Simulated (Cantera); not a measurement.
# c-C₄F₈ + CH₄ + H₂ (fluorocarbon and chlorocarbon gases)

Feed: 1 mol c-C₄F₈, 1.1 mol CH₄, 0.35 mol H₂, held at 32.0 Pa.

These are equilibrium values from Cantera (NASA tables, ideal gas, pure condensed phases), not measurements of a reactor. Candidate condensed phases: C, C₆H₆, C₇H₈, C₈H₁₈; 95 gas species. The feed counts by its element totals alone. Gases not in the tables: C₂F₆ and larger saturated fluorocarbons. Kinetics and transport are ignored.

| T (K) | x HF | x F | x H | x C₃ | x CF₂ | x CF₄ | x C | x CF | x C₂ | n C(graphite) |
|---|---|---|---|---|---|---|---|---|---|---|
| 1948 | 0.759 | 0.125 | 8.05e-6 | 2.32e-8 | 0.0772 | 0.0371 | 3.01e-8 | 0.000444 | 1.95e-9 | 4.32 |
| 2023 | 0.713 | 0.193 | 1.88e-5 | 1.52e-7 | 0.0812 | 0.0116 | 1.55e-7 | 0.00100 | 1.29e-8 | 4.42 |
| 2098 | 0.683 | 0.249 | 4.87e-5 | 8.63e-7 | 0.0634 | 0.00221 | 7.12e-7 | 0.00183 | 7.41e-8 | 4.59 |
| 2173 | 0.665 | 0.290 | 0.000131 | 4.34e-6 | 0.0419 | 0.000326 | 2.93e-6 | 0.00294 | 3.77e-7 | 4.75 |
| 2248 | 0.653 | 0.316 | 0.000351 | 1.95e-5 | 0.0257 | 4.45e-5 | 1.10e-5 | 0.00433 | 1.72e-6 | 4.86 |
| 2323 | 0.646 | 0.332 | 0.000917 | 7.96e-5 | 0.0152 | 6.05e-6 | 3.79e-5 | 0.00602 | 7.10e-6 | 4.93 |
| 2398 | 0.639 | 0.341 | 0.00230 | 0.000296 | 0.00891 | 8.64e-7 | 0.000121 | 0.00803 | 2.68e-5 | 4.96 |
| 2473 | 0.631 | 0.346 | 0.00551 | 0.00102 | 0.00529 | 1.33e-7 | 0.000357 | 0.0104 | 9.31e-5 | 4.95 |
| 2548 | 0.616 | 0.350 | 0.0124 | 0.00323 | 0.00321 | 2.26e-8 | 0.000994 | 0.0132 | 0.000300 | 4.87 |
| 2623 | 0.587 | 0.355 | 0.0260 | 0.00960 | 0.00201 | 4.28e-9 | 0.00260 | 0.0166 | 0.000905 | 4.67 |
| 2698 | 0.533 | 0.359 | 0.0497 | 0.0268 | 0.00129 | 8.90e-10 | 0.00647 | 0.0205 | 0.00256 | 4.09 |
| 2773 | 0.439 | 0.357 | 0.0842 | 0.0705 | 0.000824 | 1.89e-10 | 0.0153 | 0.0247 | 0.00685 | 2.47 |
| 2848 | 0.327 | 0.356 | 0.124 | 0.120 | 0.000474 | 3.84e-11 | 0.0304 | 0.0260 | 0.0135 | 0 |
x: gas mole fraction; n: condensed amount in mol.

From 1948 K to 2773 K the condensed part is C(graphite). At 2848 K nothing is condensed. The main C-bearing gas is CF₂ at 1948 K and C₃ at 2848 K. The share of C in condensed phases is highest at 2398 K (97.2 %) and lowest at 2848 K (0.0 %).
